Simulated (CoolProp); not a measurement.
Values from CoolProp's reference Helmholtz-energy equation of state, Zhou 2012.

For o-xylene, give the phase and the density (kg/m³), cp (kJ/(kg K)), cv (kJ/(kg K)), isothermal compressibility (1/MPa) at 405.7 K and 4570 kPa.


- 405.7 K and 4570 kPa: liquid; density 787, cp 2.12, cv 1.71, isothermal compressibility 0.00166
